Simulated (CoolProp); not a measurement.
A Linde-Hampson liquefier for methane: isothermal reversible compression at 300 K from 1 atm to 15 MPa, throttling to 1 atm, return gas leaving the recuperator 0 K below the feed. Each further row changes one setting.

Model: reference Helmholtz-energy equation of state, Setzmann 1991, in CoolProp.

| case | liquid yield per pass | compression work (kJ/kg of gas) |
|---|---|---|
| as stated | ? | 742 |
| high pressure 30 MPa | 0.235 | 833 |
| warm-end temperature 330 K | 0.118 | ? |
| warm-end gap 5 K | ? | 742 |

Task: Some entries are withheld; supply them.

Result: 
- as stated, liquid yield per pass: 0.158
- warm-end temperature 330 K, compression work (kJ/kg of gas): 829
- warm-end gap 5 K, liquid yield per pass: 0.147
